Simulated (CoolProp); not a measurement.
Values from CoolProp's reference Helmholtz-energy equation of state, Leachman 2009.

Problem. Give the vapour pressure (kPa), enthalpy of vaporisation (kJ/kg), surface tension (mN/m) of saturated normal hydrogen at 27.4, 29, 30.7 K.

Solution. 
```json
[
 {"T (K)": "27.4", "p (kPa)": "515", "enthalpy of vaporisation (kJ/kg)": "370", "surface tension (mN/m)": "0.736"},
 {"T (K)": "29", "p (kPa)": "682", "enthalpy of vaporisation (kJ/kg)": "332", "surface tension (mN/m)": "0.490"},
 {"T (K)": "30.7", "p (kPa)": "899", "enthalpy of vaporisation (kJ/kg)": "274", "surface tension (mN/m)": "0.251"}
]
```

Surface tension comes from a separate correlation (Mulero 2012).
